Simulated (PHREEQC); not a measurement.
Solution A (3.9 mmol/kgw Cd(NO3)2, 0.21 mmol/kgw NaF and 0.25 mmol/kgw AlCl3) is mixed with solution B (0.17 mol/kgw CuCl2 and 0.0014 mol/kgw FeCl3) at 25 °C; shares are by mass of water, 1 kg in all. O2 is buffered at 0.21 atm. No CO2 enters from the air. Solids allowed: Al(OH)3(a), Fe(OH)3(a), Cu(OH)2, Atacamite, Cu2(OH)3NO3, Cd(OH)2, CdOHCl, Halite, CuF2:2H2O, CdF2. Others were left out.

The series has 11 steps of share of solution B, from 0 to 1.

All values are PHREEQC results (ion-association model, wateq4f.dat), not measurements.

Problem. Which solids form, in which order, and at which step of the series does each first stand?

Solution. Fe(OH)3(a) from share of solution B = 0.1 (pH 3.67), last present at share of solution B = 0.3.

Complexes and solids missing from the database can't appear. Fluoro complexes past AlF4- and FeF3 are missing from the database.
